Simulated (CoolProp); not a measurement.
Properties of R115 along the isotherm 365.3 K (Tc = 353.1 K, pc = 3.129 MPa, ω = 0.248).

Values from CoolProp's reference Helmholtz-energy equation of state, Lemmon 2016.

```
p (MPa)          phase  density (kg/m³)  cp (kJ/(kg K))  Joule-Thomson coefficient (K/MPa)  isothermal compressibility (1/MPa)
-------  -------------  ---------------  --------------  ---------------------------------  ----------------------------------
0.522              gas            27.96          0.8184                              8.193                               2.022
1.04               gas            59.13          0.8465                              8.934                               1.086
1.56               gas            95.22          0.8884                              9.846                              0.7911
2.09               gas            139.5          0.9577                              11.01                              0.6686
2.61               gas            195.3           1.085                              12.47                              0.6407
3.13     supercritical            276.4           1.393                              14.17                              0.7191
3.65     supercritical            433.0           2.647                              14.40                               1.082
4.17     supercritical            717.8           2.928                              7.697                              0.5430
4.69     supercritical            840.7           1.911                              4.117                              0.1749
```

The peak of cp marks the crossing from liquid-like to gas-like fluid above the critical point.
